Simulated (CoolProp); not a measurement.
A single-stage vapour-compression cycle with dimethyl ether: evaporating at 214.15 K (dew point), condensing at 249.15 K (bubble point), superheat 8 K, subcooling 0 K, compressor efficiency 0.7, no pressure losses. Each further row changes one setting.

Computed with CoolProp (reference Helmholtz-energy equation of state, Wu 2011).

```json
[
 {"case": "as stated", "cooling COP": "3.75", "pressure ratio": "6.07", "discharge temperature (K)": "309.9", "refrigerating effect (kJ/kg)": "435", "volumetric capacity (kJ/m³)": "189"},
 {"case": "evaporating temperature 219.15 K", "cooling COP": "4.56", "pressure ratio": "4.50", "discharge temperature (K)": "300.7", "refrigerating effect (kJ/kg)": "441", "volumetric capacity (kJ/m³)": "253"},
 {"case": "condensing temperature 244.15 K", "cooling COP": "4.45", "pressure ratio": "4.87", "discharge temperature (K)": "298.8", "refrigerating effect (kJ/kg)": "446", "volumetric capacity (kJ/m³)": "194"},
 {"case": "subcooling 5 K", "cooling COP": "3.85", "pressure ratio": "6.07", "discharge temperature (K)": "309.9", "refrigerating effect (kJ/kg)": "446", "volumetric capacity (kJ/m³)": "194"},
 {"case": "superheat 18 K", "cooling COP": "3.70", "pressure ratio": "6.07", "discharge temperature (K)": "321.6", "refrigerating effect (kJ/kg)": "448", "volumetric capacity (kJ/m³)": "186"},
 {"case": "compressor efficiency 0.6", "cooling COP": "3.21", "pressure ratio": "6.07", "discharge temperature (K)": "322.7", "refrigerating effect (kJ/kg)": "435", "volumetric capacity (kJ/m³)": "189"}
]
```
